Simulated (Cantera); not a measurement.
Silicon carbide growth: SiH₂Cl₂ + C₂H₄ + H₂

A closed system holds: 1 mol SiH₂Cl₂, 0.0083 mol C₂H₄, 11 mol H₂, at 133 Pa.

Equilibrium computed with Cantera from the NASA thermochemical tables; the gas is ideal and each condensed phase is pure. Candidate condensed phases: C, C₆H₆, C₇H₈, C₈H₁₈, Si, SiC; 109 gas species. Mutual solubility and eutectic melting of coexisting phases are not modelled. The tables' values for SiCl, SiCl₃ are old estimates; treat these amounts as uncertain. Gases not in the tables: Si₂H₆ and higher silanes. The numbers say what is thermodynamically allowed, not how fast it happens.

```csv
T (K),x H₂,x H,x HCl,x Si,x SiCl₂,x Cl,n Si(s),n SiC(s),n Si(l)
1675,0.876,0.00298,0.0883,0.000326,0.0321,0.000234,0.555,0.0166,0
1775,0.869,0.00739,0.0907,0.00165,0.0303,0.000593,0,0.0164,0.554
1875,0.853,0.0166,0.0923,0.00679,0.0279,0.00136,0,0.0152,0.498
1975,0.819,0.0339,0.0910,0.0242,0.0249,0.00281,0,0.00836,0.246
2075,0.764,0.0638,0.0977,0.0459,0.0165,0.00602,0,0,0
2175,0.704,0.112,0.105,0.0536,0.00761,0.0122,0,0,0
2275,0.631,0.185,0.0995,0.0569,0.00287,0.0210,0,0,0
2375,0.539,0.284,0.0851,0.0564,0.000933,0.0320,0,0,0
```
x: gas mole fraction; n: condensed amount in mol.

At 1675 K the condensed part is Si(s) + SiC(s). From 1775 K to 1975 K the condensed part is Si(l) + SiC(s). From 2075 K to 2375 K nothing is condensed. The main Si-bearing gas is SiCl₂ at 1675 K and Si at 2375 K.
